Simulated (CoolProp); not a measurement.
Ammonia at 720 K and 14.6 MPa flows at 22 m/s in a round tube of 10 mm bore and 1.5 µm roughness, fully developed (64/Re and Nu = 3.66 if laminar; Colebrook and Gnielinski if turbulent). Each further row changes one setting.

The numbers come from the reference Helmholtz-energy equation of state, Gao 2020 in CoolProp.

```csv
case,Reynolds number,Darcy friction factor,pressure drop (Pa/m),heat-transfer coefficient (W/(m² K)),mass flow (kg/h)
as stated,351000,0.0156,16300,5890,270
velocity 44 m/s,702000,0.0145,60800,11000,539
diameter 20 mm,702000,0.0136,7120,5140,1080
```

Viscosity comes from a separate model (Fenghour 1995). Thermal conductivity comes from a separate model (Tufeu 1984).
